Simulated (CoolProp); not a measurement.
Vapour-liquid equilibrium of carbon dioxide (1) + propane (2) at 1.34 MPa; x and y are mole fractions of (1).

Computed with CoolProp (multi-fluid Helmholtz-energy mixture model, Span 1996 and Lemmon 2009; pair parameters Kunz 2012).

**Question.** Give the bubble temperature and the first vapour's composition at x = 0.2, 0.35, 0.8. Is there an azeotrope?

**Answer.** x = 0.2: 270.9 K, y = 0.679; x = 0.35: 256.6 K, y = 0.818; x = 0.8: 244.3 K, y = 0.928. No azeotrope shows between x = 0.05 and 0.95.

The pair parameters rest on a limited set of measurements; away from them the model extrapolates.
